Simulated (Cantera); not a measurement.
A Cantera script and what it prints.

```python
import numpy as np
import cantera as ct

gas_names = """
    H HO2 H2 H2O H2O2 O OH O2 O3 Si SiH SiH2 SiH3 SiH4 SiO SiO2 Si2 Si3
""".split()
cond_names = """
    H2O(s) H2O(L) Si(cr) Si(L) SiO2(Lqz) SiO2(hqz) SiO2(L)
""".split()


# ... load() reads the species with a 1 bar reference pressure and builds the phases ...
atoms = {
    'SiO2': {'Si': 1, 'O': 2},
    'H2': {'H': 2},
    'H2O': {'H': 2, 'O': 1},
}
top_T = {}  # K; cautious upper limits of use, not melting points


# ... equilibrate(T, P, feed) seeds the gas with the atoms and calls Mixture.equilibrate('TP', solver="vcs", rtol=1e-11, max_steps=5000) ...
results = []
feed = {'SiO2': 1, 'H2': 1700, 'H2O': 0.34}  # mol
P = 310  # Pa
for T in [1075, 1150, 1225, 1300, 1375, 1450, 1525, 1600, 1675, 1750, 1825]:
    mix = equilibrate(T, P, feed)
    results.append((T, P, feed, dict(zip(mix.species_names, mix.species_moles))))
    x = sorted(zip(gas.X, gas.species_names), reverse=True)
    print(f"T = {T:g} K  P = {P:g} Pa  gas = {mix.phase_moles(0):.4g} mol")
    print("   x: " + "  ".join(f"{s} {v:.3e}" for v, s in x if v > 0.0001))
    print("   condensed (mol): " + ("  ".join(f"{mix.phase(i).name} {mix.phase_moles(i):.4g}"
          for i in range(1, mix.n_phases) if mix.phase_moles(i) > 1e-12) or "none"))
```

Output:

```
T = 1075 K  P = 310 Pa  gas = 1700 mol
   x: H2 9.998e-01  H2O 2.000e-04
   condensed (mol): SiO2(hqz) 1
T = 1150 K  P = 310 Pa  gas = 1700 mol
   x: H2 9.998e-01  H2O 2.000e-04
   condensed (mol): SiO2(hqz) 1
T = 1225 K  P = 310 Pa  gas = 1700 mol
   x: H2 9.998e-01  H2O 2.001e-04
   condensed (mol): SiO2(hqz) 0.9997
T = 1300 K  P = 310 Pa  gas = 1700 mol
   x: H2 9.998e-01  H2O 2.033e-04
   condensed (mol): SiO2(hqz) 0.9943
T = 1375 K  P = 310 Pa  gas = 1700 mol
   x: H2 9.997e-01  H2O 2.435e-04
   condensed (mol): SiO2(hqz) 0.926
T = 1450 K  P = 310 Pa  gas = 1701 mol
   x: H2 9.991e-01  H2O 4.654e-04  SiO 2.655e-04  H 1.698e-04
   condensed (mol): SiO2(hqz) 0.5484
T = 1525 K  P = 310 Pa  gas = 1702 mol
   x: H2 9.982e-01  H2O 7.874e-04  SiO 5.876e-04  H 4.245e-04
   condensed (mol): none
T = 1600 K  P = 310 Pa  gas = 1702 mol
   x: H2 9.976e-01  H 9.753e-04  H2O 7.872e-04  SiO 5.875e-04
   condensed (mol): none
T = 1675 K  P = 310 Pa  gas = 1703 mol
   x: H2 9.965e-01  H 2.082e-03  H2O 7.867e-04  SiO 5.872e-04
   condensed (mol): none
T = 1750 K  P = 310 Pa  gas = 1705 mol
   x: H2 9.945e-01  H 4.166e-03  H2O 7.858e-04  SiO 5.865e-04
   condensed (mol): none
T = 1825 K  P = 310 Pa  gas = 1708 mol
   x: H2 9.908e-01  H 7.873e-03  H2O 7.841e-04  SiO 5.855e-04
   condensed (mol): none
```

Method: chemical equilibrium by Gibbs-energy minimisation in Cantera with the NASA 1993 tables (ideal gas, pure condensed phases). The tables hold silica as quartz up to 1696 K and as liquid above; real silica turns to tridymite and cristobalite and melts near 1996 K.
